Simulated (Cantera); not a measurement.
Feed: 1 mol Si₃N₄, 0.2 mol N₂O, 4.2 mol N₂, equilibrated at 1250 K and 13300 Pa.

Method: chemical equilibrium by Gibbs-energy minimisation in Cantera with the NASA 1993 tables (ideal gas, pure condensed phases). Candidate condensed phases: Si, SiO₂, Si₂N₂O, Si₃N₄; 16 gas species. Mutual solubility and eutectic melting of coexisting phases are not modelled. Kinetics and transport are ignored.

Base state: N₂ 1.00 (mole fractions); condensed: Si₂N₂O(s) + Si₃N₄(s).

### Question
What changes in the equilibrium state with this change: 0.11 mol CH₄ added?

### Answer
```json
[
 {"species": "N₂", "before": "1.00", "after": "0.953"},
 {"species": "H₂", "before": "0", "after": "0.0469"},
 {"species": "HCN", "before": "0", "after": "2.68e-5"},
 {"species": "Si₂N₂O(s), mol", "before": "0.200", "after": "0.200"},
 {"species": "Si₃N₄(s), mol", "before": "0.867", "after": "0.867"},
 {"species": "C(graphite), mol", "before": "0", "after": "0.110"}
]
```
Further candidate phases: C, C₆H₆, C₇H₈, C₈H₁₈, H₂O, SiC.
